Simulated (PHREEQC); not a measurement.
1.6 g of hydrous ferric oxide (600 m²/g; 0.2 weak and 0.005 strong sites per Fe, Dzombak-Morel constants, diffuse double layer) in 1 kg of water with 0.01 mol/kgw of an inert sodium salt and 0.0083 mmol/kgw CaCl2, at 25 °C; the pH is set by adding NaOH or the inert anion's acid. O2 is buffered at 0.21 atm. CO2 from the air is kept out. Nothing may precipitate in this run.

The series has 13 steps of pH, from 4 to 10.

Equilibrium calculation in PHREEQC: ion-association model, wateq4f.dat.

Q: Near which pH is half of the Ca sorbed, and on which side is more sorbed?

A: Near pH 7.8, with more sorbed at higher pH.

Species that the database lacks are ignored.
